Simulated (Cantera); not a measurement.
A perfectly stirred reactor is fed with 16.0 % H₂, 43.3 % O₂, 40.7 % N₂, equivalence ratio 0.18, at 40000 Pa; it is held at 1050 K, and followed from long to short residence time.

Cantera simulation using the H2/O2 subset of GRI-Mech 3.0, which has no nitrogen chemistry; the numbers are that mechanism's predictions, not measurements. The temperature is held fixed by assumption; the heat of reaction is taken as removed at once.

Q: Predict: x(H₂) at τ = 5.20 s; x(O₂) at τ = 5.20 s; x(H₂O) at τ = 5.20 s; x(O) at τ = 5.20 s; x(HO₂) at τ = 5.20 s; x(H₂) at τ = 84.0 ms; x(O₂) at τ = 84.0 ms; x(H₂O) at τ = 84.0 ms; x(O) at τ = 84.0 ms; x(HO₂) at τ = 84.0 ms.

A: 
| Quantity | Value |
|---|---|
| x(H₂) at τ = 5.20 s | 0.000276 |
| x(O₂) at τ = 5.20 s | 0.384 |
| x(H₂O) at τ = 5.20 s | 0.174 |
| x(O) at τ = 5.20 s | 3.70e-6 |
| x(HO₂) at τ = 5.20 s | 8.33e-6 |
| x(H₂) at τ = 84.0 ms | 0.00317 |
| x(O₂) at τ = 84.0 ms | 0.384 |
| x(H₂O) at τ = 84.0 ms | 0.171 |
| x(O) at τ = 84.0 ms | 7.14e-5 |
| x(HO₂) at τ = 84.0 ms | 5.48e-5 |
